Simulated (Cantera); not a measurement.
Input (Python, Cantera) and output of one run.

```python
import numpy as np
import cantera as ct

gas_names = """
    CO FeC5O5
""".split()
cond_names = """
    Fe(a) Fe(c) Fe(d) Fe(L)
""".split()


# ... load() reads the species with a 1 bar reference pressure and builds the phases ...
species = {s.name: s for s in load("nasa_gas.yaml", gas_names) + load("nasa_condensed.yaml", cond_names)}
# Each term lists the table entries of one substance; the one whose range holds T is used.
reactions = {
    'Fe + 5 CO(g) = Fe(CO)5(g)':
        [(-1, ['Fe(a)', 'Fe(c)', 'Fe(d)', 'Fe(L)']), (-5, ['CO']), (1, ['FeC5O5'])],
}


def pick(names, T):
    return next(species[n] for n in names if species[n].thermo.min_temp <= T <= species[n].thermo.max_temp)


results = []
for label, terms in reactions.items():
    print(label)
    print("     T/K   dH/kJ  dS/(J/K)   dG/kJ   log10 K")
    for T in [1450, 1500, 1550, 1600, 1650, 1700, 1750, 1800, 1850, 1900]:
        used = [(nu, pick(names, T)) for nu, names in terms]
        dH = sum(nu * s.thermo.h(T) for nu, s in used) / 1e6
        dS = sum(nu * s.thermo.s(T) for nu, s in used) / 1e3
        dG = dH - T * dS / 1e3
        logK = -dG * 1e6 / (ct.gas_constant * T * np.log(10))
        results.append((label, T, dH, dS, dG, logK, [s.name for _, s in used]))
        print(f"{T:8g} {dH:8.1f} {dS:8.1f} {dG:8.1f} {logK:8.2f}")
```

It prints:

```
Fe + 5 CO(g) = Fe(CO)5(g)
     T/K   dH/kJ  dS/(J/K)   dG/kJ   log10 K
    1450   -149.8   -544.7    639.9   -23.05
    1500   -148.2   -543.6    667.1   -23.23
    1550   -146.6   -542.5    694.3   -23.40
    1600   -145.0   -541.5    721.4   -23.55
    1650   -143.4   -540.5    748.4   -23.69
    1700   -142.8   -540.2    775.5   -23.83
    1750   -141.5   -539.4    802.5   -23.95
    1800   -140.1   -538.6    829.4   -24.07
    1850   -152.7   -545.6    856.6   -24.19
    1900   -151.6   -545.0    883.9   -24.30
```

Cantera with NASA thermochemical tables; ideal gases at 1 bar, condensed phases pure. Condensed species are held in their standard states even where they would react or evaporate.
